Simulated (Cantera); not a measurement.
# Thermodynamics of boron, boron nitride and boron oxide, feed BCl3 + H2O + N2

Input: 1 mol BCl3, 20 mol H2O, 9.4 mol N2, held at 1.33 mbar.

Equilibrium computed with Cantera from the NASA thermochemical tables; the gas is ideal and each condensed phase is pure. Candidate condensed phases: B, BN, B2O3, B3O3H3, H2O, NH4Cl; 49 gas species. The tables' values for BOCl are old estimates; treat these amounts as uncertain. Gases not in the tables: H3BO3. Equilibrium is a limit: real reactors are often held back by kinetics, nucleation or transport.

From 775 °C to 875 °C the condensed part is B2O3(l). From 975 °C to 1475 °C nothing is condensed.

```json
[
 {"T (°C)": "775", "x H2O": "0.597", "x N2": "0.304", "x HCl": "0.0970", "x HBO2": "0.00144", "x H2": "5.92e-6", "x Cl": "7.70e-6", "n B2O3(l)": "0.460"},
 {"T (°C)": "875", "x H2O": "0.592", "x N2": "0.303", "x HCl": "0.0967", "x HBO2": "0.00806", "x H2": "2.82e-5", "x Cl": "3.15e-5", "n B2O3(l)": "0.364"},
 {"T (°C)": "975", "x H2O": "0.573", "x N2": "0.299", "x HCl": "0.0955", "x HBO2": "0.0314", "x H2": "0.000106", "x Cl": "0.000102", "n B2O3(l)": "0"},
 {"T (°C)": "1075", "x H2O": "0.573", "x N2": "0.299", "x HCl": "0.0952", "x HBO2": "0.0317", "x H2": "0.000334", "x Cl": "0.000275", "n B2O3(l)": "0"},
 {"T (°C)": "1175", "x H2O": "0.572", "x N2": "0.299", "x HCl": "0.0948", "x HBO2": "0.0317", "x H2": "0.000908", "x Cl": "0.000647", "n B2O3(l)": "0"},
 {"T (°C)": "1275", "x H2O": "0.571", "x N2": "0.299", "x HCl": "0.0940", "x HBO2": "0.0316", "x H2": "0.00218", "x Cl": "0.00136", "n B2O3(l)": "0"},
 {"T (°C)": "1375", "x H2O": "0.567", "x N2": "0.298", "x HCl": "0.0926", "x HBO2": "0.0315", "x H2": "0.00471", "x Cl": "0.00258", "n B2O3(l)": "0"},
 {"T (°C)": "1475", "x H2O": "0.561", "x N2": "0.297", "x HCl": "0.0904", "x HBO2": "0.0312", "x H2": "0.00930", "x Cl": "0.00452", "n B2O3(l)": "0"}
]
```
x: gas mole fraction; n: condensed amount in mol.
